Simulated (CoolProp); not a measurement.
Vapour-liquid equilibrium of R113 (1) + n-heptane (2) at 277.8 K; x and y are mole fractions of (1).

The numbers come from the multi-fluid Helmholtz-energy mixture model, Marx 1992 and Span 2003; pair parameters Bell 2016 in CoolProp.

| x | bubble pressure (MPa) | y at the bubble point | dew pressure at overall composition x (MPa) | liquid density (mol/L) |
|---|---|---|---|---|
| 0.05 | 0.003225 | 0.405 | 0.002114 | 7.020 |
| 0.2 | 0.006563 | … | 0.002474 | 7.230 |
| 0.35 | 0.009406 | 0.854 | 0.002983 | 7.451 |
| 0.5 | … | … | 0.003752 | … |
| 0.65 | 0.01391 | 0.939 | 0.005051 | 7.936 |
| 0.8 | 0.01591 | 0.965 | 0.007684 | 8.205 |
| 0.95 | 0.01801 | 0.991 | 0.01475 | 8.495 |

Problem. Complete the blanks.

Solution. 
- 0.2, y at the bubble point: 0.750
- 0.5, bubble pressure (MPa): 0.01181
- 0.5, y at the bubble point: 0.905
- 0.5, liquid density (mol/L): 7.686

No azeotrope shows between x = 0.05 and 0.95.

Pair parameters are fitted to limited data, so mixtures are less certain than the pure fluids.
